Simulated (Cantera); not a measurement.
A perfectly stirred reactor is fed with NH3 : H2 = 1 : 30 (molar parts), at 750 Torr; it is held at 2125 K, and followed from long to short residence time.

Detailed kinetics in Cantera: the gas-phase N/H chemistry of the illustrative SiF4/NH3 mechanism in the Surface Chemkin manual (1991). Walls and surfaces, which speed up NH3 decomposition in real reactors, are not modelled.

One state of this run: x NH3 = 0.00496; x H2 = 0.979; x N2H2 = 1.43e-8; x NH = 4.51e-6; x N = 1.08e-6. x: mole fraction; the columns are a selection and need not sum to one.

**Question.** Which value of τ (s) does it belong to?
(A) 0.011
(B) 0.14
(C) 0.073
(D) 1.9

**Answer.** B, 0.14
